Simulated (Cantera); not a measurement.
A perfectly stirred reactor is fed with 33.3 % C₃H₈, 66.7 % H₂, at 30.0 Torr; it is held at 1600 K, and followed from long to short residence time.

Model: GRI-Mech 3.0 (53 species, 325 reactions), integrated in Cantera. GRI-Mech 3.0 was tuned for natural gas; its chemistry of propane as a main component is partial and can be far from experiment. GRI-Mech 3.0 stops at C3 and has no aromatics, soot or wall deposition, so with more carbon than oxygen in the feed, carbon stays in small species such as C2H2 where larger ones or solid carbon would form. Radical loss at walls, strong at low pressure, is not modelled.

Task: Predict: x(C₃H₈) at τ = 0.960 s; x(H₂) at τ = 0.960 s; x(H) at τ = 0.960 s; x(CH₂) at τ = 0.960 s; x(C₂H₄) at τ = 0.960 s; x(C₃H₈) at τ = 63.0 ms; x(H₂) at τ = 63.0 ms; x(H) at τ = 63.0 ms; x(CH₂) at τ = 63.0 ms; x(C₂H₄) at τ = 63.0 ms.

Result: 
```
Item                      Result
----------------------  --------
x(C₃H₈) at τ = 0.960 s   4.19e-5
x(H₂) at τ = 0.960 s       0.706
x(H) at τ = 0.960 s     0.000430
x(CH₂) at τ = 0.960 s    3.05e-7
x(C₂H₄) at τ = 0.960 s   0.00197
x(C₃H₈) at τ = 63.0 ms  0.000505
x(H₂) at τ = 63.0 ms       0.660
x(H) at τ = 63.0 ms     0.000664
x(CH₂) at τ = 63.0 ms    1.21e-6
x(C₂H₄) at τ = 63.0 ms    0.0113
```
